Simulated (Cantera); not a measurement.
Cantera with NASA thermochemical tables; ideal gases at 1 bar, condensed phases pure. Values are per mole of reaction as written; species without (g) are pure solids or liquids, kept so even where they would boil at 1 bar.

2 TiO(g) + 3 Cl₂(g) = 2 TiCl₃ + O₂(g)

| T (K) | ΔH° (kJ) | ΔS° (J/K) | ΔG° (kJ) | log10 K |
|---|---|---|---|---|
| 400 | -1546.7 | -635.3 | -1292.6 | 168.79 |
| 450 | -1544.0 | -628.9 | -1261.0 | 146.37 |
| 500 | ___ | ___ | ___ | ___ |
| 550 | ___ | ___ | ___ | ___ |
| 600 | -1535.9 | -613.5 | -1167.8 | 101.67 |
| 650 | -1533.2 | -609.2 | -1137.3 | 91.39 |
| 700 | -1530.5 | -605.1 | -1106.9 | 82.60 |
| 750 | ___ | ___ | ___ | ___ |
| 800 | ___ | ___ | ___ | ___ |
| 850 | -1522.0 | -594.1 | -1017.0 | 62.49 |

Complete the blanks.


- 500, ΔH° (kJ): -1541.3
- 500, ΔS° (J/K): -623.3
- 500, ΔG° (kJ): -1229.7
- 500, log10 K: 128.46
- 550, ΔH° (kJ): -1538.6
- 550, ΔS° (J/K): -618.2
- 550, ΔG° (kJ): -1198.6
- 550, log10 K: 113.83
- 750, ΔH° (kJ): -1527.7
- 750, ΔS° (J/K): -601.2
- 750, ΔG° (kJ): -1076.7
- 750, log10 K: 74.99
- 800, ΔH° (kJ): -1524.8
- 800, ΔS° (J/K): -597.6
- 800, ΔG° (kJ): -1046.8
- 800, log10 K: 68.35
